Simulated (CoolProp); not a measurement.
Properties of ethylene along the isobar 63.8 bar (Tc = 282.4 K, pc = 50.42 bar, ω = 0.087).

Computed with CoolProp (reference Helmholtz-energy equation of state, Smukala 2000).

| T (K) | phase | cp (kJ/(kg K)) | isothermal compressibility (1/MPa) | fugacity coefficient |
|---|---|---|---|---|
| 199.7 | liquid | 2.450 | 0.002675 | 0.07799 |
| 207.7 | liquid | 2.487 | 0.003106 | 0.1039 |
| 215.7 | liquid | 2.533 | 0.003646 | 0.1347 |
| 223.7 | liquid | 2.592 | 0.004341 | 0.1705 |
| 231.8 | liquid | 2.667 | 0.005271 | 0.2118 |
| 239.8 | liquid | 2.763 | 0.006529 | 0.2572 |
| 247.8 | liquid | 2.888 | 0.008331 | 0.3069 |
| 255.8 | liquid | 3.060 | 0.01108 | 0.3603 |
| 263.8 | liquid | 3.311 | 0.01566 | 0.4166 |
| 271.8 | liquid | 3.722 | 0.02448 | 0.4750 |
| 279.8 | liquid | 4.557 | 0.04665 | 0.5339 |
| 287.8 | supercritical | 7.378 | 0.1517 | 0.5912 |
| 295.8 | supercritical | 11.71 | 0.6529 | 0.6399 |
| 303.9 | supercritical | 5.225 | 0.3853 | 0.6752 |
| 311.9 | supercritical | 3.763 | 0.3018 | 0.7035 |

The peak of cp marks the crossing from liquid-like to gas-like fluid above the critical point.
